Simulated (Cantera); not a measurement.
A closed system holds: 1 mol Pb, 0.02 mol O2, a varied amount of CO, equilibrated at 6.20 bar.

Equilibrium computed with Cantera from the NASA thermochemical tables; the gas is ideal and each condensed phase is pure. Candidate condensed phases: C, Pb, PbO, PbO2, Pb3O4; 15 gas species. The numbers say what is thermodynamically allowed, not how fast it happens.

Task: What condenses at these points (T in °C, n(CO) in mol): (477, 12); (1077, 19); (1277, 7.2); (677, 4.5); (977, 15); (1477, 38)?

Result: 
```
T (°C)  n(CO) in mol  condensed phases  Pb condensed (%)
------  ------------  ----------------  ----------------
477               12            C + Pb             100.0
1077              19            C + Pb              98.5
1277             7.2                Pb              95.4
677              4.5            C + Pb             100.0
977               15            C + Pb              99.7
1477              38          gas only               0.0
```
